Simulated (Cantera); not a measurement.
Charge: 1 mol V₂O₃, 75 mol H₂, 0.41 mol H₂O, equilibrated at 2198.15 K and 133 Pa.

These are equilibrium values from Cantera (NASA tables, ideal gas, pure condensed phases), not measurements of a reactor. Candidate condensed phases: H₂O, V, VO, V₂O₃, V₂O₄, V₂O₅; 12 gas species. Equilibrium is a limit: real reactors are often held back by kinetics, nucleation or transport.

Base state: H₂ 0.830, H 0.139, VO₂ 0.0115, VO 0.0112, H₂O 0.00653, V 0.00127, OH 0.000152, O 1.78e-5 (mole fractions); condensed: gas only.

Q: What changes in the equilibrium state with this change: V₂O₃ replaced by Cu₂O?

A: 
```csv
species,before,after
H₂,0.830,0.821
H,0.139,0.138
Cu,0,0.0240
VO₂,0.0115,0
VO,0.0112,0
H₂O,0.00653,0.0165
V,0.00127,0
O,1.78e-5,4.55e-5
```
Further candidate phases: Cu, CuO, Cu(OH)₂, Cu₂O.
